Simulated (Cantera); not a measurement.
What does this Cantera script print?

```python
import numpy as np
import cantera as ct

gas_names = [...]  # 110 gases of nasa_gas.yaml made of C, H, O
cond_names = """
    C(gr) C6H6(L) C7H8(L) C8H18(L),n-octa H2O(s) H2O(L)
""".split()


# ... load() reads the species with a 1 bar reference pressure and builds the phases ...
atoms = {
    'C3H8': {'C': 3, 'H': 8},
    'O2': {'O': 2},
    'H2': {'H': 2},
}
top_T = {'C(gr)': 4500}  # K; cautious upper limits of use, not melting points


# ... equilibrate(T, P, feed) seeds the gas with the atoms and calls Mixture.equilibrate('TP', solver="vcs", rtol=1e-11, max_steps=5000) ...
results = []
feed = {'C3H8': 1, 'O2': 0.57, 'H2': 2.1}  # mol
P = 13332.2  # Pa
for T in [1625, 1675, 1725, 1775, 1825, 1875, 1925, 1975, 2025, 2075, 2125, 2175, 2225, 2275]:
    mix = equilibrate(T, P, feed)
    results.append((T, P, feed, dict(zip(mix.species_names, mix.species_moles))))

top = {s: max(r[3][s] / sum(r[3][g] for g in gas_names) for r in results) for s in gas_names}
cols = sorted((s for s in top if top[s] > 0.001), key=lambda s: -top[s])[:6]
seen = [c for c in cond_names if any(r[3].get(c, 0) > 1e-12 for r in results)]
print("log10 of partial pressures in bar; condensed amounts in mol")
print(f"{'T/K':>10s}" + "".join(f"{s[:9]:>10s}" for s in cols + seen))
for T, P, feed, n in results:
    ng = sum(n[g] for g in gas_names)
    print(f"{T:10.4g}" + "".join(f"{np.log10(max(n[s] / ng * P / 1e5, 1e-99)):10.3f}" for s in cols)
          + "".join(f"{n.get(c, 0):10.4g}" for c in seen))
```

It prints:

```
log10 of partial pressures in bar; condensed amounts in mol
       T/K        H2        CO         H C2H2,acet     C(gr)
      1625    -0.950    -1.678    -4.626    -5.399     1.859
      1675    -0.950    -1.678    -4.410    -5.186     1.859
      1725    -0.950    -1.678    -4.206    -4.985     1.858
      1775    -0.950    -1.678    -4.013    -4.797     1.858
      1825    -0.950    -1.678    -3.831    -4.618     1.857
      1875    -0.950    -1.678    -3.659    -4.450     1.856
      1925    -0.951    -1.678    -3.495    -4.290     1.854
      1975    -0.951    -1.679    -3.340    -4.139     1.852
      2025    -0.952    -1.679    -3.192    -3.996     1.849
      2075    -0.953    -1.679    -3.051    -3.860     1.845
      2125    -0.955    -1.680    -2.917    -3.730     1.839
      2175    -0.956    -1.681    -2.790    -3.608     1.833
      2225    -0.959    -1.681    -2.668    -3.491     1.824
      2275    -0.961    -1.683    -2.552    -3.381     1.814
```

Method: chemical equilibrium by Gibbs-energy minimisation in Cantera with the NASA 1993 tables (ideal gas, pure condensed phases).
